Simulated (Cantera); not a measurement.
Charge: 1 mol CH₃Cl, 2.6 mol F₂, 4.9 mol H₂, equilibrated at 1475 K and 0.255 Torr.

These are equilibrium values from Cantera (NASA tables, ideal gas, pure condensed phases), not measurements of a reactor. Candidate condensed phases: C, C₆H₆, C₇H₈, C₈H₁₈; 118 gas species. The numbers say what is thermodynamically allowed, not how fast it happens.

Q: What is the equilibrium state?

A: 
```
Quantity                Result
-------------------  ---------
x(HF)                    0.547
x(H₂)                    0.347
x(HCl)                   0.105
x(H)                  0.000414
x(Cl)                 0.000102
x(C₂H₂ (acetylene))    2.31e-6
n(C(graphite))       1.000 mol
gas amount           9.502 mol
```
